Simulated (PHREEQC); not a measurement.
A solution holds 0.13 mol/kgw KF, at 25 °C. Closed to the air; pH follows from the charge balance.

The numbers come from PHREEQC with the ion-association model, phreeqc.dat.

Each row changes one thing in this solution. No solid was allowed to form.

| case | pH | HF (mol/kgw) | HF2- (mol/kgw) |
|---|---|---|---|
| as made | 8.10 | 1.13e-6 | 5.59e-7 |
| temperature from 25 to 75 °C | 7.65 | 8.11e-6 | 4.55e-6 |
| temperature from 25 to 65 °C | 7.72 | 5.71e-6 | 3.25e-6 |
| KF from 0.13 to 0.65 mol/kgw | 8.52 | 1.57e-6 | 3.73e-6 |
| 0.012 mol/kgw CO2 added | 5.26 | 0.000769 | 0.000378 |

At this temperature some constants are extrapolated from 25 °C, and those without enthalpy data are left unchanged.
